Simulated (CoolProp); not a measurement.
Vapour-liquid equilibrium of hydrogen sulfide (1) + n-hexane (2) at 340.5 K; x and y are mole fractions of (1).

The numbers come from the multi-fluid Helmholtz-energy mixture model, Lemmon 2006 and Thol 2019; pair parameters Kunz 2012 in CoolProp.

Give the bubble pressure and the first vapour's composition at x = 0.15, 0.35, 0.85. Is there an azeotrope?

x = 0.15: 8.330 bar, y = 0.880; x = 0.35: 17.90 bar, y = 0.943; x = 0.85: 40.51 bar, y = 0.984. No azeotrope shows between x = 0.05 and 0.95.

The pair parameters rest on a limited set of measurements; away from them the model extrapolates. The gap from Raoult's law changes sign with composition, which may be real or a fault of the pair parameters; it wasn't checked against measurements.
